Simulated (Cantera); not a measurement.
# Equilibrium for iron carbonyl, mercury and lead vapours: Pb + O2 + H2

A closed system holds: 1 mol Pb, 0.083 mol O2, 16 mol H2, at 2.10 mbar.

These are equilibrium values from Cantera (NASA tables, ideal gas, pure condensed phases), not measurements of a reactor. Candidate condensed phases: H2O, Pb, PbO, PbO2, Pb3O4; 12 gas species. Kinetics and transport are ignored.

| T (K) | log p H2 | log p Pb | log p H2O | log p H | log p Pb2 | log p PbO | log p OH | n Pb(s) | n Pb(l) |
|---|---|---|---|---|---|---|---|---|---|
| 450 | -2.68 | <-14 | -4.66 | <-14 | <-14 | <-14 | <-14 | 1.00 | 0 |
| 550 | -2.68 | -12.82 | -4.66 | <-14 | <-14 | <-14 | <-14 | 1.00 | 0 |
| 650 | -2.68 | -10.03 | -4.66 | <-14 | <-14 | <-14 | <-14 | 0 | 1.000 |
| 750 | -2.68 | -8.02 | -4.66 | -13.84 | <-14 | <-14 | <-14 | 0 | 1.000 |
| 850 | -2.68 | -6.50 | -4.66 | -12.03 | -13.15 | <-14 | <-14 | 0 | 0.998 |
| 950 | -2.68 | -5.30 | -4.66 | -10.60 | -11.14 | -13.17 | <-14 | 0 | 0.962 |
| 1050 | -2.69 | -4.33 | -4.67 | -9.44 | -9.53 | -11.57 | -13.91 | 0 | 0.637 |
| 1150 | -2.71 | -3.91 | -4.69 | -8.48 | -8.94 | -10.61 | -12.68 | 0 | 0 |
| 1250 | -2.71 | -3.91 | -4.69 | -7.67 | -9.16 | -10.16 | -11.64 | 0 | 0 |
log p: log10 of the partial pressure in bar; n: condensed amount in mol.

From 450 K to 550 K the condensed part is Pb(s). From 650 K to 1050 K the condensed part is Pb(l). From 1150 K to 1250 K nothing is condensed.
